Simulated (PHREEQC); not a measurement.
Dissolve 0.0028 mol/kgw CaCl2 at 50 °C. It is in equilibrium with CO2 at log p = -3.5 (atm). Otherwise closed; pH follows from the charge balance.

Model: ion-association model, phreeqc.dat, run in PHREEQC.

The ionic strength comes out as 0.00840 mol/kgw. What activity coefficients do Cl-, HCO3-, Ca+2, H+ get?

Cl- 0.90, HCO3- 0.91, Ca+2 0.68, H+ 0.92.

Precipitation was switched off in this run. Complexes and solids missing from the database can't appear. Constants without temperature data keep their 25 °C values here.
